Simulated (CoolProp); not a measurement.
R13 at 328.42 K and 0.501 MPa is compressed adiabatically to 0.903 MPa with isentropic efficiency 0.85. Each further row changes one setting.

Computed with CoolProp (reference Helmholtz-energy equation of state, Platzer 1990). This equation is an older, rougher fit.

| case | work (kJ/kg) | final temperature (K) | final density (kg/m³) |
|---|---|---|---|
| as stated | … | … | 33.3 |
| efficiency 1 | 15.3 | 353.2 | … |
| efficiency 0.65 | … | 364.4 | … |

**Question.** Complete the blanks.

**Answer.** 
- as stated, work (kJ/kg): 18.0
- as stated, final temperature (K): 356.9
- efficiency 1, final density (kg/m³): 33.7
- efficiency 0.65, work (kJ/kg): 23.6
- efficiency 0.65, final density (kg/m³): 32.5
